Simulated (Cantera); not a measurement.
Charge: 1 mol CuO, a varied amount of C, 0.59 mol CO, at 2523 K and 5.40 bar.

Method: chemical equilibrium by Gibbs-energy minimisation in Cantera with the NASA 1993 tables (ideal gas, pure condensed phases). Candidate condensed phases: C, Cu, CuO, Cu2O; 15 gas species. Rates play no part.

Which condensed phases are stable at each of these points (n(C) (mol)): 0.34, 1.1, 1.9, 2.7, 3.5, 4.2, 5?


```
n(C) (mol)     condensed phases  Cu condensed (%)
----------  -------------------  ----------------
0.34                      Cu(l)              96.3
1.1         C(graphite) + Cu(l)              93.8
1.9         C(graphite) + Cu(l)              93.8
2.7         C(graphite) + Cu(l)              93.8
3.5         C(graphite) + Cu(l)              93.8
4.2         C(graphite) + Cu(l)              93.8
5           C(graphite) + Cu(l)              93.8
```

At 0.34 mol C the condensed part is Cu(l). From 1.1 mol C to 5 mol C the condensed part is C(graphite) + Cu(l).
